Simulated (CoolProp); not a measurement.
Vapour-liquid equilibrium of R114 (1) + n-heptane (2) at 363.7 K; x and y are mole fractions of (1).

Values from CoolProp's multi-fluid Helmholtz-energy mixture model, Platzer 1990 and Span 2003; pair parameters Bell 2016. This equation is an older, rougher fit; its heat capacities, sound speeds and derivatives of the liquid may be far off and weren't checked against measurements.

```json
[
 {"x": "0.05", "bubble pressure, mixture model (MPa)": "0.1499", "bubble pressure, Raoult's law (MPa)": "0.1345", "y, mixture model": "0.476", "y, Raoult's law": "0.435"},
 {"x": "0.15", "bubble pressure, mixture model (MPa)": "0.2845", "bubble pressure, Raoult's law (MPa)": "0.2434", "y, mixture model": "0.737", "y, Raoult's law": "0.721"},
 {"x": "0.25", "bubble pressure, mixture model (MPa)": "0.4086", "bubble pressure, Raoult's law (MPa)": "0.3524", "y, mixture model": "0.827", "y, Raoult's law": "0.830"},
 {"x": "0.35", "bubble pressure, mixture model (MPa)": "0.5209", "bubble pressure, Raoult's law (MPa)": "0.4613", "y, mixture model": "0.873", "y, Raoult's law": "0.887"},
 {"x": "0.45", "bubble pressure, mixture model (MPa)": "0.6226", "bubble pressure, Raoult's law (MPa)": "0.5703", "y, mixture model": "0.902", "y, Raoult's law": "0.923"},
 {"x": "0.55", "bubble pressure, mixture model (MPa)": "0.7165", "bubble pressure, Raoult's law (MPa)": "0.6792", "y, mixture model": "0.923", "y, Raoult's law": "0.947"},
 {"x": "0.65", "bubble pressure, mixture model (MPa)": "0.8066", "bubble pressure, Raoult's law (MPa)": "0.7882", "y, mixture model": "0.940", "y, Raoult's law": "0.964"},
 {"x": "0.75", "bubble pressure, mixture model (MPa)": "0.8980", "bubble pressure, Raoult's law (MPa)": "0.8971", "y, mixture model": "0.956", "y, Raoult's law": "0.978"},
 {"x": "0.85", "bubble pressure, mixture model (MPa)": "0.9960", "bubble pressure, Raoult's law (MPa)": "1.006", "y, mixture model": "0.972", "y, Raoult's law": "0.988"},
 {"x": "0.95", "bubble pressure, mixture model (MPa)": "1.107", "bubble pressure, Raoult's law (MPa)": "1.115", "y, mixture model": "0.990", "y, Raoult's law": "0.996"}
]
```

The largest gap from Raoult's law is +16.9 % in bubble pressure, at x = 0.15. No azeotrope shows between x = 0.05 and 0.95.

Pair parameters are fitted to limited data, so mixtures are less certain than the pure fluids. The gap from Raoult's law changes sign with composition, which may be real or a fault of the pair parameters; it wasn't checked against measurements.
